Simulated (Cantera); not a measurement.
## Thermodynamics of silicon oxide and oxynitride deposition, feed TEOS + CO2 + N2

Input: 1 mol TEOS, 4.8 mol CO2, 42 mol N2, equilibrated at 1700 K and 0.713 Torr.

Equilibrium computed with Cantera from the NASA thermochemical tables; the gas is ideal and each condensed phase is pure. Candidate condensed phases: C, C6H6, C7H8, C8H18, H2O, Si, SiC, SiO2, Si2N2O, Si3N4; 151 gas species. The feed counts by its element totals alone. Rates play no part.

The x(N2) is 0.639. The x(CO) is 0.193, the x(H2) is 0.151 and the x(SiO) is 0.0138. The x(H) comes out as 0.00186, the x(HCN) is 0.000273 and the x(Si) comes out as 4.43e-5. The x(HNC) is 8.15e-6 and the n(SiC(s)) is 0.0892 mol. The gas amount comes out as 65.66 mol, the log10 activity of C(graphite) (absent) is -0.62 and the log10 activity of Si(l) (absent) comes out as -1.21.
